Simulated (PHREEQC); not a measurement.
Brine

Make-up at 65 °C: 0.19 mol NaBr, 0.04 mol K2SO4, 2.8e-06 mol H4SiO4 and 0.014 mol TMAH per kg of water. Closed to the air; pH follows from the charge balance.

The numbers come from PHREEQC with the ion-association model, phreeqc.dat.

pH: 10.87
ionic strength: 0.298 mol/kgw
activity of water: 0.991
density: 1.001 g/cm³
total alkalinity: 14.0 meq/kg

| species | molality | activity | log γ |
|---|---|---|---|
| Br- | 0.190 | 0.121 | -0.195 |
| Na+ | 0.183 | 0.130 | -0.148 |
| K+ | 0.0744 | 0.0492 | -0.179 |
| SO4-2 | 0.0272 | 0.00621 | -0.641 |
| OH- | 0.0140 | 0.00917 | -0.184 |
| (CH3)4N+ | 0.0140 | 0.00938 | -0.174 |
| NaSO4- | 0.00717 | 0.00506 | -0.152 |
| KSO4- | 0.00563 | 0.00397 | -0.152 |

No solid was allowed to form. Species that the database lacks are ignored. (CH3)4N+ isn't in the database: it is added as a free cation with an ion size of 4 Å. Away from 25 °C the constants follow the database's enthalpies or fits; those with neither stay at their 25 °C values.
